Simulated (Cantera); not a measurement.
A perfectly stirred reactor is fed with CH3OH : O2 : N2 = 1 : 2.03 : 7.62 (molar parts), equivalence ratio 0.74, at 10.0 bar; it is adiabatic with a 725 K inlet, and is followed from long to short residence time, starting on the burning branch (τ in s: 0.27, 0.11, 0.048, 0.02, 0.0083, 0.0035, 0.0015, 0.00061, 0.00026, 0.00011, 4.5e-05, 1.9e-05).

Detailed kinetics in Cantera: GRI-Mech 3.0 (53 species, 325 reactions). GRI-Mech 3.0 was tuned for natural gas; its chemistry of methanol as a main component is partial and can be far from experiment.

x: mole fraction; the columns are a selection and need not sum to one.

```json
[
 {"τ (s)": "0.27", "T (K)": "2245", "x CH3OH": "5.09e-8", "x O2": "0.0447", "x CH4": "3.36e-9", "x H": "4.63e-5", "x C2H6": "<1e-12", "x HCO": "1.27e-9"},
 {"τ (s)": "0.11", "T (K)": "2246", "x CH3OH": "1.23e-7", "x O2": "0.0452", "x CH4": "8.08e-9", "x H": "4.73e-5", "x C2H6": "<1e-12", "x HCO": "2.95e-9"},
 {"τ (s)": "0.048", "T (K)": "2248", "x CH3OH": "2.77e-7", "x O2": "0.0458", "x CH4": "1.79e-8", "x H": "4.89e-5", "x C2H6": "<1e-12", "x HCO": "6.60e-9"},
 {"τ (s)": "0.020", "T (K)": "2250", "x CH3OH": "…", "x O2": "0.0464", "x CH4": "…", "x H": "5.20e-5", "x C2H6": "<1e-12", "x HCO": "…"},
 {"τ (s)": "0.0083", "T (K)": "2250", "x CH3OH": "1.51e-6", "x O2": "0.0469", "x CH4": "8.89e-8", "x H": "5.78e-5", "x C2H6": "<1e-12", "x HCO": "3.76e-8"},
 {"τ (s)": "0.0035", "T (K)": "2248", "x CH3OH": "…", "x O2": "0.0473", "x CH4": "…", "x H": "…", "x C2H6": "<1e-12", "x HCO": "…"},
 {"τ (s)": "0.0015", "T (K)": "2242", "x CH3OH": "7.20e-6", "x O2": "0.0477", "x CH4": "2.99e-7", "x H": "9.80e-5", "x C2H6": "2.81e-12", "x HCO": "2.09e-7"},
 {"τ (s)": "0.00061", "T (K)": "2228", "x CH3OH": "1.51e-5", "x O2": "0.0483", "x CH4": "4.37e-7", "x H": "0.000164", "x C2H6": "7.28e-12", "x HCO": "5.20e-7"},
 {"τ (s)": "0.00026", "T (K)": "2205", "x CH3OH": "2.92e-5", "x O2": "0.0493", "x CH4": "5.64e-7", "x H": "0.000297", "x C2H6": "1.47e-11", "x HCO": "1.23e-6"},
 {"τ (s)": "0.00011", "T (K)": "2169", "x CH3OH": "5.56e-5", "x O2": "0.0510", "x CH4": "7.93e-7", "x H": "0.000552", "x C2H6": "3.27e-11", "x HCO": "2.94e-6"},
 {"τ (s)": "4.5e-5", "T (K)": "2113", "x CH3OH": "0.000111", "x O2": "0.0540", "x CH4": "1.57e-6", "x H": "0.00100", "x C2H6": "1.19e-10", "x HCO": "7.28e-6"},
 {"τ (s)": "1.9e-5", "T (K)": "2029", "x CH3OH": "0.000247", "x O2": "0.0594", "x CH4": "4.68e-6", "x H": "0.00154", "x C2H6": "7.92e-10", "x HCO": "1.77e-5"}
]
```

Q: Complete the blanks.

A: 
- 0.020, x CH3OH: 6.48e-7
- 0.020, x CH4: 4.06e-8
- 0.020, x HCO: 1.57e-8
- 0.0035, x CH3OH: 3.39e-6
- 0.0035, x CH4: 1.76e-7
- 0.0035, x H: 7.04e-5
- 0.0035, x HCO: 8.92e-8
